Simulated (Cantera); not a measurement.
Charge: 1 mol CH3Cl, 0.13 mol H2, equilibrated at 0.100 bar.

Cantera equilibrium calculation (NASA polynomials, part measured and part estimated; ideal gas, pure solids and liquids). Candidate condensed phases: C, C6H6, C7H8, C8H18; 91 gas species. Kinetics and transport are ignored.

**Question.** At 3000 K, list the 6 most abundant gas species with their mole fractions, and the condensed phases.

**Answer.** H2 0.321, H 0.283, HCl 0.230, Cl 0.138, C2H2 (acetylene) 0.0200, C3 0.00312. Condensed: C(graphite).
